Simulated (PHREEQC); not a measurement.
**Phosphoric acid bath (model solution)**

Solution (20 °C): 0.017 mol KH2PO4 and 0.00026 mol H2SO4 per kg of water. Closed to the air; pH follows from the charge balance.

The numbers come from PHREEQC with the ion-association model, wateq4f.dat.

Each row changes one thing in this solution. No solid was allowed to form.

```tsv
case	pH	ionic strength (mol/kgw)
as made	3.78	0.0174
H2SO4 from 0.00026 to 0.00039 mol/kgw	3.60	0.0176
0.00092 mol/kgw CsOH added	5.44	?
H2SO4 from 0.00026 to 2.6e-05 mol/kgw	4.50	0.0171
H2SO4 left out	4.66	0.0171
KH2PO4 left out	3.31	0.000760
0.00035 mol/kgw Na2HAsO4 added	4.22	0.0180
0.00033 mol/kgw Ca(OH)2 added	?	0.0182
diluted 5-fold with water	4.14	?
```

Problem. Complete the blanks.

Solution. 
- 0.00092 mol/kgw CsOH added, ionic strength (mol/kgw): 0.0186
- 0.00033 mol/kgw Ca(OH)2 added, pH: 5.03
- diluted 5-fold with water, ionic strength (mol/kgw): 0.00353

H3PO4, which wateq4f.dat lacks, is added to it with the constant of phreeqc.dat.
